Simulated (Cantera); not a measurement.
An adiabatic, constant-volume homogeneous reactor starts with CO : H2 : CH4 : O2 : N2 = 1 : 1.3 : 0.38 : 1.59 : 5.98 (molar parts), equivalence ratio 1.2, at 1425 K and 0.670 bar. Integrator tolerance rtol = 1e-08.

Model: GRI-Mech 3.0 (53 species, 325 reactions), integrated in Cantera.

```csv
quantity,before,after
time of steepest temperature rise,64.3 µs,6.23 µs
temperature at 0.100 s,2895 K,3196 K
equilibrium temperature,2895 K,3196 K
x(CO) at 0.100 s,0.0848 (gas-phase equilibrium 0.0848),0.0771 (gas-phase equilibrium 0.0771)
x(H2) at 0.100 s,0.0332 (gas-phase equilibrium 0.0332),0.0263 (gas-phase equilibrium 0.0263)
x(CH4) at 0.100 s,<1e-12 (gas-phase equilibrium <1e-12),3.22e-12 (gas-phase equilibrium 3.90e-12)
x(C2H2) at 0.100 s,<1e-12 (gas-phase equilibrium <1e-12),<1e-12 (gas-phase equilibrium <1e-12)
x(HO2) at 0.100 s,6.56e-6 (gas-phase equilibrium 6.56e-6),1.73e-5 (gas-phase equilibrium 1.73e-5)
x(C2H6) at 0.100 s,<1e-12 (gas-phase equilibrium <1e-12),<1e-12 (gas-phase equilibrium <1e-12)
```

Problem. What was changed between the two runs?
A. CO 1 to 1.6 parts
B. pressure from 0.670 bar to 16.0 bar
C. constant pressure in place of constant volume
D. CH4 0.38 to 0.85 parts

Solution. B, pressure from 0.670 bar to 16.0 bar
